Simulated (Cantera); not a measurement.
Cantera run:

```python
import numpy as np
import cantera as ct

gas_names = """
    AL ALH ALN ALO ALOH ALO2 ALO2H AL2 AL2O AL2O2 H HALO HNO HNO2 HNO3 HO2 H2 H2O H2O2 N NH NH2 NH3
    NH2OH NO NO2 NO3 N2 N2H2 N2H4 N2O O OH O2 O3
""".split()
cond_names = """
    AL(cr) AL(L) ALN(s) AL2O3(a) AL2O3(L) H2O(s) H2O(L)
""".split()


# ... load() reads the species with a 1 bar reference pressure and builds the phases ...
atoms = {
    'Al': {'AL': 1},
    'H2O': {'H': 2, 'O': 1},
    'N2': {'N': 2},
}
top_T = {'ALN(s)': 2750}  # K; cautious upper limits of use, not melting points


# ... equilibrate(T, P, feed) seeds the gas with the atoms and calls Mixture.equilibrate('TP', solver="vcs", rtol=1e-11, max_steps=5000) ...
results = []
feed = {'Al': 1, 'H2O': 26, 'N2': 190}  # mol
P = 133.322  # Pa
for T in [1200, 1300, 1400, 1500, 1600, 1700, 1800, 1900, 2000, 2100, 2200]:
    mix = equilibrate(T, P, feed)
    results.append((T, P, feed, dict(zip(mix.species_names, mix.species_moles))))

top = {s: max(r[3][s] / sum(r[3][g] for g in gas_names) for r in results) for s in gas_names}
cols = sorted((s for s in top if top[s] > 0.0001), key=lambda s: -top[s])[:5]
seen = [c for c in cond_names if any(r[3].get(c, 0) > 1e-12 for r in results)]
print("log10 of partial pressures in bar; condensed amounts in mol")
print(f"{'T/K':>10s}" + "".join(f"{s[:9]:>10s}" for s in cols + seen))
for T, P, feed, n in results:
    ng = sum(n[g] for g in gas_names)
    print(f"{T:10.4g}" + "".join(f"{np.log10(max(n[s] / ng * P / 1e5, 1e-99)):10.3f}" for s in cols)
          + "".join(f"{n.get(c, 0):10.4g}" for c in seen))
```

Result:

```
log10 of partial pressures in bar; condensed amounts in mol
       T/K        N2       H2O        H2         H        OH  AL2O3(a)
      1200    -2.931    -3.820    -5.033    -9.222   -10.106       0.5
      1300    -2.931    -3.820    -5.034    -8.473    -9.144       0.5
      1400    -2.931    -3.820    -5.034    -7.830    -8.318       0.5
      1500    -2.931    -3.820    -5.034    -7.271    -7.602       0.5
      1600    -2.931    -3.821    -5.033    -6.781    -6.976       0.5
      1700    -2.931    -3.822    -5.022    -6.343    -6.430       0.5
      1800    -2.931    -3.828    -4.972    -5.932    -5.969       0.5
      1900    -2.933    -3.844    -4.862    -5.531    -5.599    0.4999
      2000    -2.935    -3.873    -4.721    -5.149    -5.302    0.4997
      2100    -2.939    -3.924    -4.583    -4.798    -5.063    0.4989
      2200    -2.946    -4.007    -4.472    -4.485    -4.876    0.4959
```

Cantera equilibrium calculation (NASA polynomials, part measured and part estimated; ideal gas, pure solids and liquids).
